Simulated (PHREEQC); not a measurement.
Make-up at 25 °C: 0.016 mol/kgw H2SO4, 3.3e-06 mol/kgw H4SiO4 and 0.012 mol/kgw KH2PO4. Closed to the air; pH follows from the charge balance.

The numbers come from PHREEQC with the ion-association model, phreeqc.dat.

The pH is 1.83 and the ionic strength is 0.0371 mol/kgw. The specific conductance comes out as 7530 µS/cm. The total alkalinity is -32.0 meq/kg.

```tsv
species	molality	activity	log γ
H+	0.0170	0.0147	-0.063
K+	0.0117	0.00970	-0.080
SO4-2	0.00843	0.00422	-0.300
H3PO4	0.00774	0.00781	0.004
HSO4-	0.00723	0.00606	-0.077
H2PO4-	0.00426	0.00360	-0.073
KSO4-	0.000341	0.000288	-0.073
```

No solid was allowed to form.
